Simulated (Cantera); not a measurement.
A closed system holds: 1 mol MgO, 16 mol F₂, 18 mol O₂, equilibrated at 0.0518 Torr.

These are equilibrium values from Cantera (NASA tables, ideal gas, pure condensed phases), not measurements of a reactor. Candidate condensed phases: Mg, MgF₂, MgO; 14 gas species. Kinetics and transport are ignored. All values below are at 948 K.

Base state: F 0.608, O₂ 0.384, F₂ 0.00784 (mole fractions); condensed: MgF₂(s).

### Question
What changes in the equilibrium state with this change: 0.22 mol H₂S added?

### Answer
| species | before | after |
|---|---|---|
| F | 0.608 | 0.586 |
| O₂ | 0.384 | 0.393 |
| HF | 0 | 0.00935 |
| SF₆ | 0 | 0.00468 |
| F₂ | 0.00784 | 0.00728 |
| MgF₂(s), mol | 1.000 | 1.000 |
Further candidate phases: H₂O, H₂SO₄, Mg(OH)₂, MgS, MgSO₄, S.
